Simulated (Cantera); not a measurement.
A closed system holds: 1 mol Si, a varied amount of HF, at 925 °C and 1.33 mbar.

These are equilibrium values from Cantera (NASA tables, ideal gas, pure condensed phases), not measurements of a reactor. Candidate condensed phases: Si; 25 gas species. Rates play no part.

Task: Which condensed phases are stable at each of these points (n(HF) (mol)): 1.5, 1.8, 2.3, 3, 3.8, 4.8, 6.1, 7.8, 9.9, 13?

Result: 
| n(HF) (mol) | condensed phases | Si condensed (%) |
|---|---|---|
| 1.5 | Si(s) | 61.8 |
| 1.8 | Si(s) | 54.2 |
| 2.3 | Si(s) | 41.4 |
| 3 | Si(s) | 23.6 |
| 3.8 | Si(s) | 3.2 |
| 4.8 | gas only | 0.0 |
| 6.1 | gas only | 0.0 |
| 7.8 | gas only | 0.0 |
| 9.9 | gas only | 0.0 |
| 13 | gas only | 0.0 |

From 1.5 mol HF to 3.8 mol HF the condensed part is Si(s). From 4.8 mol HF to 13 mol HF nothing is condensed.
